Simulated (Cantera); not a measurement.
Feed: 1 mol Cr, 2.7 mol H₂O, 7.3 mol H₂, held at 1625 K and 49.0 Pa.

Method: chemical equilibrium by Gibbs-energy minimisation in Cantera with the NASA 1993 tables (ideal gas, pure condensed phases). Candidate condensed phases: Cr, Cr₂O₃, H₂O; 13 gas species. Kinetics and transport are ignored.

Base state: H₂ 0.877, H₂O 0.120, H 0.00298, Cr 3.32e-5, OH 1.72e-5 (mole fractions); condensed: Cr₂O₃(s).

**Question.** What changes in the equilibrium state with this change: pressure from 49.0 Pa to 0.133 bar?

**Answer.** 
| species | before | after |
|---|---|---|
| H₂ | 0.877 | 0.880 |
| H₂O | 0.120 | 0.120 |
| H | 0.00298 | 0.000181 |
| Cr | 3.32e-5 | 1.23e-7 |
| OH | 1.72e-5 | 1.04e-6 |
| Cr₂O₃(s), mol | 0.500 | 0.500 |
